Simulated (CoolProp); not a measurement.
Properties of C3F8 (R218) along the isotherm 440 K (Tc = 345.0 K, pc = 26.40 bar, ω = 0.317).

Computed with CoolProp (reference Helmholtz-energy equation of state, Lemmon 2006). It is a short technical equation, of lower accuracy than the large ones.

```json
[
 {"p (bar)": "9.43", "phase": "gas", "cp (kJ/(kg K))": "0.9917", "cv (kJ/(kg K))": "0.9326", "isothermal compressibility (1/MPa)": "1.116", "conductivity (mW/(m K))": "25.5"},
 {"p (bar)": "18.9", "phase": "gas", "cp (kJ/(kg K))": "1.018", "cv (kJ/(kg K))": "0.9380", "isothermal compressibility (1/MPa)": "0.5892", "conductivity (mW/(m K))": "26.4"},
 {"p (bar)": "28.3", "phase": "supercritical", "cp (kJ/(kg K))": "1.053", "cv (kJ/(kg K))": "0.9439", "isothermal compressibility (1/MPa)": "0.4169", "conductivity (mW/(m K))": "27.4"},
 {"p (bar)": "37.7", "phase": "supercritical", "cp (kJ/(kg K))": "1.095", "cv (kJ/(kg K))": "0.9498", "isothermal compressibility (1/MPa)": "0.3285", "conductivity (mW/(m K))": "28.7"},
 {"p (bar)": "47.1", "phase": "supercritical", "cp (kJ/(kg K))": "1.143", "cv (kJ/(kg K))": "0.9552", "isothermal compressibility (1/MPa)": "0.2689", "conductivity (mW/(m K))": "30.1"},
 {"p (bar)": "56.6", "phase": "supercritical", "cp (kJ/(kg K))": "1.190", "cv (kJ/(kg K))": "0.9595", "isothermal compressibility (1/MPa)": "0.2200", "conductivity (mW/(m K))": "31.5"},
 {"p (bar)": "66", "phase": "supercritical", "cp (kJ/(kg K))": "1.228", "cv (kJ/(kg K))": "0.9622", "isothermal compressibility (1/MPa)": "0.1774", "conductivity (mW/(m K))": "32.9"},
 {"p (bar)": "75.4", "phase": "supercritical", "cp (kJ/(kg K))": "1.251", "cv (kJ/(kg K))": "0.9634", "isothermal compressibility (1/MPa)": "0.1405", "conductivity (mW/(m K))": "34.2"},
 {"p (bar)": "84.9", "phase": "supercritical", "cp (kJ/(kg K))": "1.260", "cv (kJ/(kg K))": "0.9635", "isothermal compressibility (1/MPa)": "0.1097", "conductivity (mW/(m K))": "35.3"},
 {"p (bar)": "94.3", "phase": "supercritical", "cp (kJ/(kg K))": "1.259", "cv (kJ/(kg K))": "0.9628", "isothermal compressibility (1/MPa)": "0.08617", "conductivity (mW/(m K))": "36.3"},
 {"p (bar)": "104", "phase": "supercritical", "cp (kJ/(kg K))": "1.252", "cv (kJ/(kg K))": "0.9618", "isothermal compressibility (1/MPa)": "0.06816", "conductivity (mW/(m K))": "37.2"},
 {"p (bar)": "113", "phase": "supercritical", "cp (kJ/(kg K))": "1.243", "cv (kJ/(kg K))": "0.9609", "isothermal compressibility (1/MPa)": "0.05586", "conductivity (mW/(m K))": "38.0"},
 {"p (bar)": "123", "phase": "supercritical", "cp (kJ/(kg K))": "1.233", "cv (kJ/(kg K))": "0.9598", "isothermal compressibility (1/MPa)": "0.04577", "conductivity (mW/(m K))": "38.7"},
 {"p (bar)": "132", "phase": "supercritical", "cp (kJ/(kg K))": "1.224", "cv (kJ/(kg K))": "0.9590", "isothermal compressibility (1/MPa)": "0.03896", "conductivity (mW/(m K))": "39.4"}
]
```

Thermal conductivity comes from a separate model (Huber 2003), an estimate that may be off by 10 % or more.
